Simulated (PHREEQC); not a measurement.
A solution holds 0.012 mol/kgw K2SiO3, 0.24 mol/kgw H2SO4 and 0.00049 mol/kgw H4SiO4, at 92 °C. Closed to the air; pH follows from the charge balance.

All values are PHREEQC results (ion-association model, phreeqc.dat), not measurements.

```json
{
 "pH": "0.77",
 "ionic_strength": "0.255 mol/kgw",
 "activity_of_water": "0.991",
 "specific_conductance": "199000 µS/cm",
 "density": "0.979 g/cm³",
 "total_alkalinity": "-456 meq/kg"
}
```

| species | molality | activity | log γ |
|---|---|---|---|
| HSO4- | 0.232 | 0.163 | -0.152 |
| H+ | 0.224 | 0.171 | -0.117 |
| K+ | 0.0233 | 0.0154 | -0.182 |
| H4SiO4 | 0.0125 | 0.0132 | 0.026 |
| SO4-2 | 0.00751 | 0.00169 | -0.649 |
| KSO4- | 0.000674 | 0.000473 | -0.154 |

No solid was allowed to form. Saturation is exceeded, for instance for SiO2(a), Quartz (slow to form); the values hold only as long as no solid forms. Away from 25 °C the constants follow the database's enthalpies or fits; those with neither stay at their 25 °C values.
